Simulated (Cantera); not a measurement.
**Carbon deposition, reforming and gasification: CH₄ + H₂ + N₂**

A closed system holds: 1 mol CH₄, 4.5 mol H₂, a varied amount of N₂, at 6.23 Torr.

These are equilibrium values from Cantera (NASA tables, ideal gas, pure condensed phases), not measurements of a reactor. Candidate condensed phases: C, C₆H₆, C₇H₈, C₈H₁₈; 92 gas species. Kinetics and transport are ignored.

Stable condensed phases:

```
T in K \ n(N₂) in mol
         1.7 5.7 9.7  14  18  22  26  30  34  38  42
   2823    A   B   B   B   B   B   B   B   B   B   B
   2623    A   A   A   B   B   B   B   B   B   B   B
   2423    A   A   A   A   A   A   A   A   A   A   A
   2223    A   A   A   A   A   A   A   A   A   A   A
   2023    A   A   A   A   A   A   A   A   A   A   A
   1823    A   A   A   A   A   A   A   A   A   A   A
   1623    A   A   A   A   A   A   A   A   A   A   A
   1423    A   A   A   A   A   A   A   A   A   A   A
   1223    A   A   A   A   A   A   A   A   A   A   A
   1023    A   A   A   A   A   A   A   A   A   A   A
    823    A   A   A   A   A   A   A   A   A   A   A
    623    B   A   A   A   A   A   A   A   A   A   A
```

A: C; B: gas only.
